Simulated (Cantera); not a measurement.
Charge: 1 mol Al₂O₃, 1.7 mol O₂, at 2450 K.

These are equilibrium values from Cantera (NASA tables, ideal gas, pure condensed phases), not measurements of a reactor. Candidate condensed phases: Al, Al₂O₃; 9 gas species. The numbers say what is thermodynamically allowed, not how fast it happens.

x: gas mole fraction; n: condensed amount in mol.

```json
[
 {"P (Pa)": "10", "x O₂": "0.338", "x O": "0.655", "x AlO": "0.00553", "x Al": "0.00108", "x Al₂O": "4.01e-5", "n Al₂O₃(l)": "0.991"},
 {"P (Pa)": "68", "x O₂": "0.651", "x O": "0.349", "x AlO": "0.000427", "x Al": "2.32e-5", "x Al₂O": "4.50e-7", "n Al₂O₃(l)": "1.000"},
 {"P (Pa)": "460", "x O₂": "(withheld)", "x O": "(withheld)", "x AlO": "(withheld)", "x Al": "(withheld)", "x Al₂O": "(withheld)", "n Al₂O₃(l)": "1.000"},
 {"P (Pa)": "3200", "x O₂": "0.939", "x O": "(withheld)", "x AlO": "(withheld)", "x Al": "(withheld)", "x Al₂O": "(withheld)", "n Al₂O₃(l)": "1.000"},
 {"P (Pa)": "22000", "x O₂": "0.976", "x O": "0.0237", "x AlO": "2.81e-7", "x Al": "6.92e-10", "x Al₂O": "2.87e-12", "n Al₂O₃(l)": "1.00"},
 {"P (Pa)": "150000", "x O₂": "0.991", "x O": "0.00916", "x AlO": "2.55e-8", "x Al": "2.38e-11", "x Al₂O": "<1e-12", "n Al₂O₃(l)": "1.00"},
 {"P (Pa)": "1000000", "x O₂": "0.996", "x O": "0.00356", "x AlO": "2.37e-9", "x Al": "<1e-12", "x Al₂O": "<1e-12", "n Al₂O₃(l)": "1.00"}
]
```

Problem. What belongs in the gaps?

Solution. 
- 460, x O₂: 0.847
- 460, x O: 0.153
- 460, x AlO: 3.67e-5
- 460, x Al: 6.70e-7
- 460, x Al₂O: 7.55e-9
- 3200, x O: 0.0610
- 3200, x AlO: 3.16e-6
- 3200, x Al: 2.08e-8
- 3200, x Al₂O: 1.41e-10
